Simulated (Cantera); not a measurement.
Feed: 1 mol Si3N4, 2.8 mol N2O, 490 mol N2, at 1448 K.

Method: chemical equilibrium by Gibbs-energy minimisation in Cantera with the NASA 1993 tables (ideal gas, pure condensed phases). Candidate condensed phases: Si, SiO2, Si2N2O, Si3N4; 16 gas species. Mutual solubility and eutectic melting of coexisting phases are not modelled. The tables hold silica as quartz up to 1696 K and as liquid above; real silica turns to tridymite and cristobalite and melts near 1996 K. Equilibrium is a limit: real reactors are often held back by kinetics, nucleation or transport.

Question: Which condensed phases are stable at each of these points (P (Pa)): 0.100, 1.50, 22, 320, 4600, 68000, 1000000?

Answer: 
```tsv
P (Pa)	condensed phases	Si condensed (%)
0.100	gas only	0.0
1.50	Si(s)	3.3
22	Si2N2O(s)	13.3
320	SiO2(β-quartz) + Si2N2O(s)	81.7
4600	SiO2(β-quartz) + Si2N2O(s)	99.5
68000	SiO2(β-quartz) + Si2N2O(s)	100.0
1000000	SiO2(β-quartz) + Si2N2O(s)	100.0
```

At 0.100 Pa nothing is condensed. At 1.50 Pa the condensed part is Si(s). At 22.0 Pa the condensed part is Si2N2O(s). From 3.20 mbar to 10.0 bar the condensed part is SiO2(β-quartz) + Si2N2O(s).
